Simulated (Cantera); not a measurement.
Cantera run:

```python
import numpy as np
import cantera as ct

gas_names = [...]  # 116 gases of nasa_gas.yaml made of C, H, Mg, O
cond_names = """
    C(gr) C6H6(L) C7H8(L) C8H18(L),n-octa H2O(s) H2O(L) Mg(cr) Mg(L) MgCO3(s) MgO(s) MgO(L) MgO2H2(s)
""".split()


# ... load() reads the species with a 1 bar reference pressure and builds the phases ...
atoms = {
    'MgO': {'Mg': 1, 'O': 1},
    'H2': {'H': 2},
    'C': {'C': 1},
}
top_T = {'C(gr)': 4500}  # K; cautious upper limits of use, not melting points


# ... equilibrate(T, P, feed) seeds the gas with the atoms and calls Mixture.equilibrate('TP', solver="vcs", rtol=1e-11, max_steps=5000) ...
results = []
T = 2550  # K
P = 63  # Pa
for m in [0.012, 0.018, 0.028, 0.043, 0.066, 0.1, 0.16, 0.24, 0.37]:
    feed = {'MgO': 1, 'H2': 0.015, 'C': m}  # mol
    mix = equilibrate(T, P, feed)
    results.append((T, P, feed, dict(zip(mix.species_names, mix.species_moles))))

top = {s: max(r[3][s] / sum(r[3][g] for g in gas_names) for r in results) for s in gas_names}
cols = sorted((s for s in top if top[s] > 1e-06), key=lambda s: -top[s])[:5]
seen = [c for c in cond_names if any(r[3].get(c, 0) > 1e-12 for r in results)]
print("log10 of partial pressures in bar; condensed amounts in mol")
print(f"{'n(C)':>10s}" + "".join(f"{s[:9]:>10s}" for s in cols + seen))
for T, P, feed, n in results:
    ng = sum(n[g] for g in gas_names)
    print(f"{feed['C']:10.4g}" + "".join(f"{np.log10(max(n[s] / ng * P / 1e5, 1e-99)):10.3f}" for s in cols)
          + "".join(f"{n.get(c, 0):10.4g}" for c in seen))
```

Output:

```
log10 of partial pressures in bar; condensed amounts in mol
      n(C)        Mg         O        CO        O2       CO2
     0.012    -3.454    -3.766    -5.445    -4.064    -6.156
     0.018    -3.455    -3.768    -5.269    -4.069    -5.982
     0.028    -3.455    -3.772    -5.077    -4.076    -5.794
     0.043    -3.456    -3.778    -4.890    -4.088    -5.614
     0.066    -3.457    -3.787    -4.704    -4.107    -5.437
       0.1    -3.459    -3.801    -4.524    -4.135    -5.271
      0.16    -3.462    -3.828    -4.320    -4.187    -5.092
      0.24    -3.467    -3.866    -4.143    -4.263    -4.954
      0.37    -3.474    -3.937    -3.954    -4.407    -4.837
```

Method: chemical equilibrium by Gibbs-energy minimisation in Cantera with the NASA 1993 tables (ideal gas, pure condensed phases).
